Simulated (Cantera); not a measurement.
**Thermodynamics of silicon carbide growth, feed Si(CH₃)₄ + C₃H₈ + H₂**

Charge: 1 mol Si(CH₃)₄, 0.077 mol C₃H₈, 21 mol H₂, held at 1.00 bar.

Method: chemical equilibrium by Gibbs-energy minimisation in Cantera with the NASA 1993 tables (ideal gas, pure condensed phases). Candidate condensed phases: C, C₆H₆, C₇H₈, C₈H₁₈, Si, SiC; 87 gas species. Equilibrium is a limit: real reactors are often held back by kinetics, nucleation or transport.

| T (K) | x H₂ | x CH₄ | x H | x C₂H₂ (acetylene) | x CH₃ | x SiH₂ | n C(graphite) | n SiC(s) |
|---|---|---|---|---|---|---|---|---|
| 1348 | 0.994 | 0.00577 | 2.31e-6 | 1.20e-6 | 2.66e-7 | 6.34e-10 | 3.07 | 1.00 |
| 1448 | 0.997 | 0.00331 | 9.20e-6 | 4.74e-6 | 6.17e-7 | 4.40e-9 | 3.14 | 1.00 |
| 1548 | 0.998 | 0.00204 | 3.08e-5 | 1.57e-5 | 1.28e-6 | 2.38e-8 | 3.17 | 1.000 |
| 1648 | 0.999 | 0.00134 | 8.90e-5 | 4.47e-5 | 2.42e-6 | 1.04e-7 | 3.19 | 1.000 |
| 1748 | 0.999 | 0.000917 | 0.000228 | 0.000113 | 4.26e-6 | 3.86e-7 | 3.20 | 1.000 |
| 1848 | 0.999 | 0.000657 | 0.000530 | 0.000257 | 7.02e-6 | 1.24e-6 | 3.20 | 1.000 |
| 1948 | 0.998 | 0.000487 | 0.00113 | 0.000538 | 1.10e-5 | 3.52e-6 | 3.19 | 1.000 |
| 2048 | 0.996 | 0.000372 | 0.00224 | 0.00104 | 1.64e-5 | 9.00e-6 | 3.16 | 1.000 |
x: gas mole fraction; n: condensed amount in mol.

From 1348 K to 2048 K the condensed part is C(graphite) + SiC(s).
